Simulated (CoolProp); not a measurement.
Vapour-liquid equilibrium of acetone (1) + dimethyl carbonate (2) at 466 K; x and y are mole fractions of (1).

Values from CoolProp's multi-fluid Helmholtz-energy mixture model, Lemmon 2006 and Zhou 2011; pair parameters Bell 2016.

```csv
x,"bubble pressure, mixture model (bar)","bubble pressure, Raoult's law (bar)","y, mixture model","y, Raoult's law"
0.05,12.50,12.48,0.089,0.098
0.15,13.75,13.76,0.239,0.268
0.25,14.95,15.03,0.364,0.409
0.35,16.14,16.30,0.474,0.528
0.45,17.33,17.57,0.572,0.629
0.55,18.53,18.85,0.662,0.717
0.65,19.78,20.12,0.745,0.794
0.75,21.06,21.39,0.823,0.862
0.85,22.41,22.66,0.896,0.922
0.95,23.83,23.93,0.966,0.975
```

The largest gap from Raoult's law is -1.7 % in bubble pressure, at x = 0.65. No azeotrope shows between x = 0.05 and 0.95.

Pair parameters are fitted to limited data, so mixtures are less certain than the pure fluids.
